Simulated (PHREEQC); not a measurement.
Consider water at 25 °C and 10 atm with 0.062 mol/kgw HF, 0.053 mol/kgw H2SiF6 and 6.8e-05 mol/kgw HCl. Closed to the air; pH follows from the charge balance.

The numbers come from PHREEQC with the ion-association model, phreeqc.dat.

```csv
quantity,before,after
pH,1.06,2.90
HF (mol/kgw),0.0610,0.00145
F- (mol/kgw),0.000679,0.000804
HF2- (mol/kgw),0.000157,4.46e-6
H4SiO4 (mol/kgw),1.40e-8,0.000274
SI of Quartz (SiO2),-3.85,+0.42
```

Question: What was changed between the two runs?
A. diluted 100-fold with water
B. HCl from 6.8e-05 to 1.36e-05 mol/kgw
C. H2SiF6 from 0.053 to 0.0106 mol/kgw
D. HF left out
E. diluted 5-fold with water

Answer: A, diluted 100-fold with water

No solid was allowed to form. Some of these states are supersaturated (in Quartz (slow to form), for instance). SiF6-2 is the database's only silicon fluoride.
